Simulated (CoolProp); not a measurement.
Vapour pressure (kPa) of nitrous oxide: the reference equation beside estimates from Tc = 36.4 °C, pc = 7245 kPa, ω = 0.161. Clausius-Clapeyron is anchored at -17.45 °C with a constant enthalpy of vaporisation of 11.95 kJ/mol.

The numbers come from the reference Helmholtz-energy equation of state, Lemmon 2006 in CoolProp. It is a short technical equation, of lower accuracy than the large ones.

| T (°C) | reference | Lee-Kesler | Clausius-Clapeyron | van der Waals | Redlich-Kwong | Soave-Redlich-Kwong | Peng-Robinson |
|---|---|---|---|---|---|---|---|
| -28.35 | 1389 | 1392 | 1508 | 2634 | 1642 | 1399 | 1384 |
| -22.85 | 1649 | 1652 | 1716 | 2919 | 1923 | 1663 | 1644 |
| -17.45 | 1937 | 1939 | 1937 | 3217 | 2229 | 1955 | 1933 |
| -12.05 | 2261 | 2262 | 2176 | 3533 | 2568 | 2284 | 2258 |
| -6.55 | 2629 | 2628 | 2438 | 3875 | 2946 | 2658 | 2628 |
| -1.15 | 3031 | 3029 | 2714 | 4230 | 3353 | 3067 | 3034 |
| 4.35 | 3485 | 3482 | 3013 | 4611 | 3805 | 3528 | 3493 |
| 9.75 | 3977 | 3975 | 3326 | 5005 | 4286 | 4026 | 3991 |

Absolute difference from the reference over all 8 rows, mean and median: Lee-Kesler 0.1 and 0.1 %, Clausius-Clapeyron 8.0 and 7.9 %, van der Waals 54.3 and 51.8 %, Redlich-Kwong 12.9 and 12.8 %, Soave-Redlich-Kwong 1.0 and 1.1 %, Peng-Robinson 0.2 and 0.2 %.
